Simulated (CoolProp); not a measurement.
Saturation properties of nitrogen (Tc = 126.2 K, pc = 33.96 bar, ω = 0.037).

The numbers come from the reference Helmholtz-energy equation of state, Span 2000 in CoolProp.

```tsv
T (K)	p (bar)	vapour density (kg/m³)	liquid cp (kJ/(kg K))	surface tension (mN/m)	vapour viscosity (µPa s)
70.6	0.4205	2.054	2.016	10.4	4.93
76	0.8610	3.969	?	9.19	5.34
81.4	1.591	7.002	?	7.97	5.76
86.8	2.712	11.52	2.107	6.79	6.21
92.2	4.332	17.98	2.169	5.65	6.68
97.6	6.564	26.96	?	4.56	7.19
103	9.526	39.29	?	3.51	7.75
108.4	13.34	56.32	2.642	2.52	8.41
113.8	18.15	80.50	3.085	1.61	9.22
```

Q: Fill in the missing entries.

A: 
- 76, liquid cp (kJ/(kg K)): 2.035
- 81.4, liquid cp (kJ/(kg K)): 2.064
- 97.6, liquid cp (kJ/(kg K)): 2.262
- 103, liquid cp (kJ/(kg K)): 2.406

It boils at 77.4 K under 1 atm.

Viscosity comes from a separate model (Lemmon 2004). Surface tension comes from a separate correlation (Mulero 2012).
